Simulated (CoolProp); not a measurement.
A closed Brayton cycle with carbon dioxide: compressor inlet 309.15 K and 7.6 MPa, high pressure 20.4 MPa, turbine inlet 625 K, compressor efficiency 0.8, turbine efficiency 0.93, recuperator effectiveness 0.95 (on enthalpy, no pinch check). Each further row changes one setting.

Computed with CoolProp (reference Helmholtz-energy equation of state, Span 1996).

```tsv
case	thermal efficiency (%)	net work (kJ/kg)	compressor to turbine work	compressor exit (K)	turbine exit (K)
as stated	27.4	53.5	0.44	380.5	521.4
turbine inlet 575 K	[?]	43.1	[?]	380.5	475.5
compressor inlet 319.15 K	[?]	43.0	0.55	[?]	521.4
high pressure 17.3 MPa	[?]	[?]	0.41	368.3	[?]
recuperator effectiveness 0.5	19.9	53.5	0.44	380.5	521.4
```

Question: Fill in the missing entries.

Answer: 
- turbine inlet 575 K, thermal efficiency (%): 23.6
- turbine inlet 575 K, compressor to turbine work: 0.49
- compressor inlet 319.15 K, thermal efficiency (%): 24.4
- compressor inlet 319.15 K, compressor exit (K): 403.4
- high pressure 17.3 MPa, thermal efficiency (%): 27.2
- high pressure 17.3 MPa, net work (kJ/kg): 47.7
- high pressure 17.3 MPa, turbine exit (K): 538.4
